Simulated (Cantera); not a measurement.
An isothermal, constant-pressure homogeneous reactor starts with NO : N2 : H2O = 1 : 0.21 : 0.013 (molar parts), at 1775 K and 0.270 bar.

Detailed kinetics in Cantera: GRI-Mech 3.0 (53 species, 325 reactions).

x: mole fraction; the columns are a selection and need not sum to one.

```json
[
 {"t (s)": "3.00e-6", "x NO": "0.818", "x N2": "0.172", "x NO2": "1.20e-9", "x O": "9.77e-8", "x O2": "1.46e-11", "x N2O": "___"},
 {"t (s)": "8.68e-6", "x NO": "0.818", "x N2": "0.172", "x NO2": "9.71e-9", "x O": "2.72e-7", "x O2": "1.19e-10", "x N2O": "___"},
 {"t (s)": "2.51e-5", "x NO": "0.818", "x N2": "0.172", "x NO2": "7.57e-8", "x O": "7.04e-7", "x O2": "9.40e-10", "x N2O": "___"},
 {"t (s)": "7.27e-5", "x NO": "0.818", "x N2": "0.172", "x NO2": "5.25e-7", "x O": "1.52e-6", "x O2": "7.05e-9", "x N2O": "___"},
 {"t (s)": "0.000211", "x NO": "0.818", "x N2": "0.172", "x NO2": "2.87e-6", "x O": "2.32e-6", "x O2": "5.26e-8", "x N2O": "___"},
 {"t (s)": "0.000609", "x NO": "0.818", "x N2": "0.172", "x NO2": "1.21e-5", "x O": "2.98e-6", "x O2": "4.40e-7", "x N2O": "___"},
 {"t (s)": "0.00176", "x NO": "0.818", "x N2": "0.172", "x NO2": "4.34e-5", "x O": "5.51e-6", "x O2": "5.45e-6", "x N2O": "___"},
 {"t (s)": "0.00510", "x NO": "0.817", "x N2": "0.172", "x NO2": "8.65e-5", "x O": "9.63e-6", "x O2": "6.17e-5", "x N2O": "___"},
 {"t (s)": "0.0148", "x NO": "0.817", "x N2": "0.172", "x NO2": "0.000116", "x O": "1.23e-5", "x O2": "0.000334", "x N2O": "___"},
 {"t (s)": "0.0428", "x NO": "0.815", "x N2": "0.173", "x NO2": "0.000145", "x O": "1.47e-5", "x O2": "0.00127", "x N2O": "0.000231"},
 {"t (s)": "0.124", "x NO": "0.809", "x N2": "0.176", "x NO2": "0.000195", "x O": "1.86e-5", "x O2": "0.00404", "x N2O": "0.000230"},
 {"t (s)": "0.358", "x NO": "0.793", "x N2": "0.184", "x NO2": "0.000285", "x O": "2.59e-5", "x O2": "0.0120", "x N2O": "0.000222"},
 {"t (s)": "1.04", "x NO": "0.749", "x N2": "0.206", "x NO2": "0.000424", "x O": "3.84e-5", "x O2": "0.0338", "x N2O": "___"},
 {"t (s)": "3.00", "x NO": "0.641", "x N2": "0.260", "x NO2": "0.000570", "x O": "5.80e-5", "x O2": "0.0879", "x N2O": "___"}
]
```

### Question
What belongs in the gaps?

### Answer

- 3.00e-6, x N2O: 9.98e-8
- 8.68e-6, x N2O: 2.89e-7
- 2.51e-5, x N2O: 8.35e-7
- 7.27e-5, x N2O: 2.41e-6
- 0.000211, x N2O: 6.91e-6
- 0.000609, x N2O: 1.95e-5
- 0.00176, x N2O: 5.21e-5
- 0.00510, x N2O: 0.000120
- 0.0148, x N2O: 0.000203
- 1.04, x N2O: 0.000196
- 3.00, x N2O: 0.000141
